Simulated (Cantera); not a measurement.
Input: 1 mol CaO, 2.7 mol NF3, 0.58 mol H2, held at 1.60 Pa.

Cantera equilibrium calculation (NASA polynomials, part measured and part estimated; ideal gas, pure solids and liquids). Candidate condensed phases: Ca, CaF2, CaO, Ca(OH)2, H2O; 47 gas species. Equilibrium is a limit: real reactors are often held back by kinetics, nucleation or transport.

Which condensed phases are stable at each of these points (T (K)): 1248, 1298, 1348, 1398, 1448, 1498, 1548, 1598, 1648, 1698?


```tsv
T (K)	condensed phases	Ca condensed (%)
1248	CaF2(s)	99.9
1298	CaF2(s)	99.3
1348	CaF2(s)	97.2
1398	CaF2(s)	89.6
1448	CaF2(s)	64.1
1498	gas only	0.0
1548	gas only	0.0
1598	gas only	0.0
1648	gas only	0.0
1698	gas only	0.0
```

From 1248 K to 1448 K the condensed part is CaF2(s). From 1498 K to 1698 K nothing is condensed.
